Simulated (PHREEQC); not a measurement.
H2SO4 is added in steps, without added water, to 1 kg of water holding 8.1 mmol/kgw Al2(SO4)3, 5.4 mmol/kgw ZnCl2, 0.061 mmol/kgw HCl and 0.42 mmol/kgw NaCl, at 25 °C. Oxygen is held at 0.21 atm. The system is closed to CO2. The run lets Al(OH)3(a), Zn(OH)2-e, Zn4(OH)6SO4, Zn5(OH)8Cl2, Basaluminite, Halite, Mirabilite, Goslarite precipitate or redissolve, and no other solid.

Base run: PHREEQC, ion-association model, wateq4f.dat. Each further column changes one thing. The table gives HSO4- (mol/kgw).

| H2SO4 added (mol) | base | Debye-Hückel limiting law | database phreeqc.dat | Davies equation for every ion | all activity coefficients set to 1 |
|---|---|---|---|---|---|
| 0 | 7.90e-5 | 6.78e-5 | 5.64e-5 | 8.04e-5 | 8.25e-5 |
| 0.0006825 | 0.000405 | 0.000388 | 0.000406 | 0.000413 | 0.000437 |
| 0.001592 | 0.000929 | 0.000881 | 0.000931 | 0.000946 | 0.00101 |
| 0.002275 | 0.00134 | 0.00126 | 0.00134 | 0.00136 | 0.00146 |
| 0.002958 | 0.00175 | 0.00164 | 0.00175 | 0.00178 | 0.00193 |
| 0.003867 | 0.00232 | 0.00216 | 0.00232 | 0.00235 | 0.00257 |
| 0.00455 | 0.00275 | 0.00255 | 0.00275 | 0.00279 | 0.00306 |
| 0.005233 | 0.00319 | 0.00295 | 0.00320 | 0.00323 | 0.00356 |
| 0.006143 | 0.00379 | 0.00348 | 0.00380 | 0.00383 | 0.00424 |
| 0.006825 | 0.00425 | 0.00388 | 0.00425 | 0.00429 | 0.00475 |
| 0.007508 | 0.00471 | 0.00429 | 0.00471 | 0.00475 | 0.00528 |
| 0.008417 | 0.00533 | 0.00483 | 0.00534 | 0.00538 | 0.00599 |
| 0.0091 | 0.00581 | 0.00525 | 0.00582 | 0.00586 | 0.00654 |

 phreeqc.dat and wateq4f.dat share most of their constants, so their agreement is no independent check. Solids allowed in the column 'database phreeqc.dat': Al(OH)3(a), Halite, Zn(OH)2(e).
